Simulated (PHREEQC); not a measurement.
Dissolve 0.0014 mol/kgw SrBr2, 0.011 mol/kgw SrCl2 and 0.0077 mol/kgw NaAlO2 at 75 °C. Closed to the air; pH follows from the charge balance.

All values are PHREEQC results (ion-association model, wateq4f.dat), not measurements.

| quantity | before | after |
|---|---|---|
| pH | 7.80 | 8.06 |
| ionic strength (mol/kgw) | 0.0449 | 0.0449 |
| Al(OH)3 (mol/kgw) | 1.49e-5 | 1.31e-5 |
| Al(OH)2+ (mol/kgw) | 1.46e-7 | 1.24e-7 |
| SrOH+ (mol/kgw) | 2.22e-8 | 4.18e-8 |
| AlOH+2 (mol/kgw) | 2.07e-11 | 2.02e-11 |
| SI of Al(OH)3(a) (Al(OH)3) | +0.27 | +0.42 |
| SI of Boehmite (AlOOH) | +2.67 | +2.77 |

### Question
Which change was made?
A. SrBr2 from 0.0014 to 0.00028 mol/kgw
B. SrBr2 from 0.0014 to 0.00014 mol/kgw
C. 0.004 mol/kgw Al(NO3)3 added
D. SrBr2 left out
E. temperature from 75 to 60 °C

### Answer
E, temperature from 75 to 60 °C

No solid was allowed to form. Some of these states are supersaturated (in Al(OH)3(a), Boehmite (slow to form), for instance). At this temperature some constants are extrapolated from 25 °C, and those without enthalpy data are left unchanged.
